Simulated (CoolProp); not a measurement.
Hexamethyldisiloxane (MM) at several states: Z from the reference equation and from simpler models built on Tc = 245.6 °C, pc = 1931 kPa, ω = 0.418; each cubic takes its own stable root.

The numbers come from the reference Helmholtz-energy equation of state, Thol 2016 in CoolProp.

```
T (°C)  p (kPa)   phase  reference
------  -------  ------  ---------
100.15      170  liquid    0.01317
95.75      37.3     gas     0.9765
-8.45      8850  liquid     0.8115
```

How far does each simpler model (van der Waals, Redlich-Kwong, Soave-Redlich-Kwong, Peng-Robinson) lie from the reference over these 3 states: mean and median of the absolute difference, and the worst?


- van der Waals: mean 2367.4 %, median 61.4 %, worst +7039.7 % at 100.15 °C and 170 kPa
- Redlich-Kwong: mean 2298.2 %, median 11.4 %, worst +6882.5 % at 100.15 °C and 170 kPa
- Soave-Redlich-Kwong: mean 5.2 %, median 7.1 %, worst +8.3 % at -8.45 °C and 8850 kPa
- Peng-Robinson: mean 3.0 %, median 3.4 %, worst -5.4 % at 100.15 °C and 170 kPa

At some of these states van der Waals, Redlich-Kwong gives the other phase, because its saturation line lies elsewhere.
